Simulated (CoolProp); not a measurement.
Ethanol along the isotherm 346.85 °C: fugacity coefficient from the reference equation and from simpler models built on Tc = 241.6 °C, pc = 62.68 bar, ω = 0.644; each cubic takes its own stable root.

The numbers come from the reference Helmholtz-energy equation of state, Schroeder 2014 in CoolProp.

| p (bar) | phase | reference | van der Waals | Redlich-Kwong | Soave-Redlich-Kwong | Peng-Robinson |
|---|---|---|---|---|---|---|
| 39.2 | gas | 0.9253 | 0.8850 | 0.8818 | 0.9124 | 0.8955 |
| 78.3 | supercritical | 0.8520 | 0.7730 | 0.7732 | 0.8340 | 0.8052 |
| 118 | supercritical | 0.7774 | 0.6646 | 0.6751 | 0.7651 | 0.7283 |
| 157 | supercritical | 0.7065 | 0.5846 | 0.5987 | 0.7101 | 0.6681 |
| 196 | supercritical | 0.6454 | 0.5340 | 0.5446 | 0.6681 | 0.6223 |
| 235 | supercritical | 0.5984 | 0.5020 | 0.5071 | 0.6374 | 0.5882 |
| 274 | supercritical | 0.5632 | 0.4820 | 0.4809 | 0.6156 | 0.5632 |
| 313 | supercritical | 0.5370 | 0.4700 | 0.4624 | 0.6006 | 0.5449 |
| 353 | supercritical | 0.5170 | 0.4639 | 0.4493 | 0.5907 | 0.5315 |
| 392 | supercritical | 0.5025 | 0.4623 | 0.4407 | 0.5853 | 0.5225 |
| 431 | supercritical | 0.4919 | 0.4643 | 0.4353 | 0.5832 | 0.5167 |
| 470 | supercritical | 0.4844 | 0.4692 | 0.4325 | 0.5839 | 0.5134 |
| 509 | supercritical | 0.4793 | 0.4766 | 0.4319 | 0.5869 | 0.5124 |
| 548 | supercritical | 0.4764 | 0.4863 | 0.4330 | 0.5920 | 0.5131 |
| 588 | supercritical | 0.4752 | 0.4984 | 0.4357 | 0.5991 | 0.5155 |
| 627 | supercritical | 0.4755 | 0.5121 | 0.4398 | 0.6077 | 0.5193 |
